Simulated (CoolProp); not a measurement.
Computed with CoolProp (reference Helmholtz-energy equation of state, Platzer 1990). This equation is an older, rougher fit; its heat capacities, sound speeds and derivatives of the liquid may be far off and weren't checked against measurements.

Give the vapour pressure (bar), liquid density (kg/m³), liquid viscosity (µPa s), liquid conductivity (mW/(m K)) of saturated c-C4F8 (RC318) at 261, 271.3, 281.6 K.


```tsv
T (K)	p (bar)	liquid density (kg/m³)	liquid viscosity (µPa s)	liquid conductivity (mW/(m K))
261	0.779	1640	643	73.9
271.3	1.20	1600	545	71.7
281.6	1.78	1560	464	69.3
```

Viscosity comes from a separate model (Huber 2003), an estimate that may be off by 10 % or more. Thermal conductivity comes from a separate model (Huber 2003), an estimate that may be off by 10 % or more.
